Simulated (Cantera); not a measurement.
Input (Python, Cantera) and output of one run.

```python
import numpy as np
import cantera as ct

gas_names = """
    CL CL2 H HCL H2 N NH NH2 NH3 N2 N2H2 N2H4 Si SiCL SiCL2 SiCL3 SiCL4 SiH SiHCL3 SiH2 SiH2CL2 SiH3
    SiH3CL SiH4 SiN Si2 Si2N Si3
""".split()
cond_names = """
    NH4CL(a) NH4CL(b) Si(cr) Si(L) Si3N4(a)
""".split()


# ... load() reads the species with a 1 bar reference pressure and builds the phases ...
atoms = {
    'SiH4': {'Si': 1, 'H': 4},
    'HCl': {'H': 1, 'CL': 1},
    'N2': {'N': 2},
}
top_T = {'Si3N4(a)': 2400}  # K; cautious upper limits of use, not melting points


# ... equilibrate(T, P, feed) seeds the gas with the atoms and calls Mixture.equilibrate('TP', solver="vcs", rtol=1e-11, max_steps=5000) ...
results = []
feed = {'SiH4': 1, 'HCl': 4.5, 'N2': 11}  # mol
P = 10000  # Pa
for T in [1048, 1148, 1248, 1348, 1448, 1548, 1648, 1748]:
    mix = equilibrate(T, P, feed)
    results.append((T, P, feed, dict(zip(mix.species_names, mix.species_moles))))

top = {s: max(r[3][s] / sum(r[3][g] for g in gas_names) for r in results) for s in gas_names}
cols = sorted((s for s in top if top[s] > 1e-05), key=lambda s: -top[s])[:9]
seen = [c for c in cond_names if any(r[3].get(c, 0) > 1e-12 for r in results)]
print("log10 of partial pressures in bar; condensed amounts in mol")
print(f"{'T/K':>10s}" + "".join(f"{s[:9]:>10s}" for s in cols + seen))
for T, P, feed, n in results:
    ng = sum(n[g] for g in gas_names)
    print(f"{T:10.4g}" + "".join(f"{np.log10(max(n[s] / ng * P / 1e5, 1e-99)):10.3f}" for s in cols)
          + "".join(f"{n.get(c, 0):10.4g}" for c in seen))
```

It prints:

```
log10 of partial pressures in bar; condensed amounts in mol
       T/K        N2       HCL        H2     SiCL2     SiCL4     SiCL3    SiHCL3         H        CL  Si3N4(a)
      1048    -1.203    -1.676    -1.829    -7.047    -2.844    -5.577    -4.988    -9.027    -8.913    0.2526
      1148    -1.204    -1.662    -1.840    -5.858    -2.906    -4.904    -4.782    -8.065    -7.941    0.2623
      1248    -1.205    -1.652    -1.848    -4.869    -2.968    -4.347    -4.617    -7.255    -7.126    0.2685
      1348    -1.205    -1.648    -1.852    -4.041    -3.041    -3.891    -4.491    -6.562    -6.437    0.2683
      1448    -1.206    -1.656    -1.849    -3.360    -3.162    -3.543    -4.424    -5.960    -5.855    0.2519
      1548    -1.205    -1.688    -1.831    -2.837    -3.401    -3.343    -4.458    -5.427    -5.381    0.2007
      1648    -1.203    -1.758    -1.797    -2.484    -3.817    -3.322    -4.633    -4.949    -5.015    0.1074
      1748    -1.201    -1.859    -1.760    -2.275    -4.370    -3.448    -4.929    -4.521    -4.733         0
```

These are equilibrium values from Cantera (NASA tables, ideal gas, pure condensed phases), not measurements of a reactor. N2 is the only nitrogen source here; it is nearly inert below about 1500 K, so the nitride shown seldom forms there in practice. The tables' values for SiCl3, SiCl are old estimates; treat these amounts as uncertain.
